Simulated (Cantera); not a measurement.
A Cantera script and what it prints.

```python
import numpy as np
import cantera as ct

gas_names = """
    Fe H H2 H2S N NH NH2 NH3 N2 N2H2 N2H4 S SH SN S2 S8
""".split()
cond_names = """
    Fe(a) Fe(c) Fe(d) Fe(L) FeS(a) FeS(b) FeS(c) FeS(L) FeS2(s) S(cr1) S(cr2) S(L)
""".split()


def load(file, names, dense=False):
    # The tables refer to 1 bar. Condensed volumes are neglected.
    table = {s.name: s for s in ct.Species.list_from_file(file)}
    out = []
    for n in names:
        d = dict(table[n].input_data)
        d["thermo"] = dict(d["thermo"], **{"reference-pressure": 1e5})
        if dense:
            d["equation-of-state"] = {"model": "constant-volume", "density": "1e6 g/cm^3"}
        out.append(ct.Species.from_dict(d))
    return out


gas = ct.Solution(thermo="ideal-gas", species=load("nasa_gas.yaml", gas_names))
cond = {s.name: ct.Solution(thermo="fixed-stoichiometry", species=[s], name=s.name)
        for s in load("nasa_condensed.yaml", cond_names, dense=True)}
atoms = {
    'FeS2': {'Fe': 1, 'S': 2},
    'H2': {'H': 2},
    'N2': {'N': 2},
}
top_T = {'FeS2(s)': 1010}  # K; cautious upper limits of use, not melting points


def equilibrate(T, P, feed):
    n = {}
    for name, mol in feed.items():
        for a, k in atoms[name].items():
            n[a] = n.get(a, 0.0) + k * mol
    gas.TPX = T, P, n
    mass = sum(n.values()) * gas.mean_molecular_weight
    gas.equilibrate("TP")
    valid = [c for c in cond.values() if c.min_temp <= T <= top_T.get(c.name, c.max_temp)]
    mix = ct.Mixture([(gas, mass / gas.mean_molecular_weight)] + [(c, 0.0) for c in valid])
    mix.T, mix.P = T, P
    mix.equilibrate("TP", solver="vcs", rtol=1e-11, max_steps=5000)
    return mix


results = []
feed = {'FeS2': 1, 'H2': 70, 'N2': 11}  # mol
T = 1673  # K
P = 340  # Pa
mix = equilibrate(T, P, feed)
results.append((T, P, feed, dict(zip(mix.species_names, mix.species_moles))))
print(gas.report(threshold=1e-05))
for i in range(1, mix.n_phases):
    print(f"{mix.phase(i).name:16s} {mix.phase_moles(i):12.5e} mol")
```

It prints:

```
       temperature   1673 K
          pressure   340 Pa
           density   0.00015485 kg/m^3
  mean mol. weight   6.3352 kg/kmol
   phase of matter   gas

                          1 kg             1 kmol
                     ---------------   ---------------
          enthalpy        7.0372e+06        4.4582e+07  J
   internal energy        4.8416e+06        3.0672e+07  J
           entropy             38540        2.4416e+05  J/K
    Gibbs function       -5.7441e+07        -3.639e+08  J
 heat capacity c_p              5286             33488  J/K
 heat capacity c_v            3973.6             25173  J/K

                      mass frac. Y      mole frac. X     chem. pot. / RT
                     ---------------   ---------------   ---------------
                Fe          0.010405         0.0011803           -6.9078
                 H        0.00028575         0.0017959           -12.389
                H2           0.26907           0.84553           -24.778
               H2S          0.038711         0.0071969           -41.113
                N2           0.59398           0.13433           -34.046
                 S         0.0018226        0.00036015           -16.334
                SH          0.012253         0.0023474           -28.723
                S2          0.073472         0.0072592           -32.669
     [   +8 minor]        7.4884e-07        1.2687e-07

Fe(d)             9.03342e-01 mol
FeS(L)            0.00000e+00 mol
S(L)              0.00000e+00 mol
```

Cantera equilibrium calculation (NASA polynomials, part measured and part estimated; ideal gas, pure solids and liquids).
